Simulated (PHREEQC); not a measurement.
# Copper plating or etch bath: speciation

Make-up at 25 °C: 2.7 mmol/kgw CuSO4, 7.1 mmol/kgw HCl and 61 mmol/kgw H3BO3. Closed to the air; pH follows from the charge balance.

Computed with PHREEQC (ion-association model, wateq4f.dat).

```
Quantity                   Value
----------------  --------------
pH                          2.24
ionic strength    0.0152 mol/kgw
total alkalinity    -7.10 meq/kg
```

```json
[
 {"species": "H3BO3", "molality": "0.0610", "activity": "0.0612", "log γ": "0.002"},
 {"species": "Cl-", "molality": "0.00707", "activity": "0.00623", "log γ": "-0.055"},
 {"species": "H+", "molality": "0.00643", "activity": "0.00578", "log γ": "-0.046"},
 {"species": "Cu+2", "molality": "0.00235", "activity": "0.00148", "log γ": "-0.203"},
 {"species": "SO4-2", "molality": "0.00171", "activity": "0.00106", "log γ": "-0.210"},
 {"species": "HSO4-", "molality": "0.000671", "activity": "0.000593", "log γ": "-0.053"},
 {"species": "CuSO4", "molality": "0.000317", "activity": "0.000318", "log γ": "0.002"},
 {"species": "CuCl+", "molality": "2.81e-5", "activity": "2.48e-5", "log γ": "-0.054"},
 {"species": "CuCl2", "molality": "8.26e-8", "activity": "8.29e-8", "log γ": "0.002"},
 {"species": "H2BO3-", "molality": "6.95e-9", "activity": "6.09e-9", "log γ": "-0.057"},
 {"species": "CuOH+", "molality": "2.89e-9", "activity": "2.55e-9", "log γ": "-0.054"}
]
```

This is a speciation only: nothing precipitates in the calculation.
